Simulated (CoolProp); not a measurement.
Vapour-liquid equilibrium of cyclohexane (1) + n-heptane (2) at 349.5 K; x and y are mole fractions of (1).

The numbers come from the multi-fluid Helmholtz-energy mixture model, Zhou 2014 and Span 2003; pair parameters Bell 2016 in CoolProp.

```json
[
 {"x": "0.05", "bubble pressure (MPa)": "0.05255", "y at the bubble point": "0.086", "dew pressure at overall composition x (MPa)": "0.05168", "liquid density (mol/L)": "6.420"},
 {"x": "0.15", "bubble pressure (MPa)": "0.05662", "y at the bubble point": "0.238", "dew pressure at overall composition x (MPa)": "0.05419", "liquid density (mol/L)": "6.598"},
 {"x": "0.25", "bubble pressure (MPa)": "0.06066", "y at the bubble point": "0.371", "dew pressure at overall composition x (MPa)": "0.05695", "liquid density (mol/L)": "6.786"},
 {"x": "0.35", "bubble pressure (MPa)": "0.06463", "y at the bubble point": "0.486", "dew pressure at overall composition x (MPa)": "0.05999", "liquid density (mol/L)": "6.985"},
 {"x": "0.45", "bubble pressure (MPa)": "0.06853", "y at the bubble point": "0.587", "dew pressure at overall composition x (MPa)": "0.06335", "liquid density (mol/L)": "7.194"},
 {"x": "0.55", "bubble pressure (MPa)": "0.07235", "y at the bubble point": "0.678", "dew pressure at overall composition x (MPa)": "0.06705", "liquid density (mol/L)": "7.416"},
 {"x": "0.65", "bubble pressure (MPa)": "0.07609", "y at the bubble point": "0.760", "dew pressure at overall composition x (MPa)": "0.07113", "liquid density (mol/L)": "7.652"},
 {"x": "0.75", "bubble pressure (MPa)": "0.07976", "y at the bubble point": "0.834", "dew pressure at overall composition x (MPa)": "0.07563", "liquid density (mol/L)": "7.902"},
 {"x": "0.85", "bubble pressure (MPa)": "0.08337", "y at the bubble point": "0.904", "dew pressure at overall composition x (MPa)": "0.08056", "liquid density (mol/L)": "8.168"},
 {"x": "0.95", "bubble pressure (MPa)": "0.08693", "y at the bubble point": "0.969", "dew pressure at overall composition x (MPa)": "0.08589", "liquid density (mol/L)": "8.452"}
]
```

No azeotrope shows between x = 0.05 and 0.95.

The pair parameters rest on a limited set of measurements; away from them the model extrapolates.
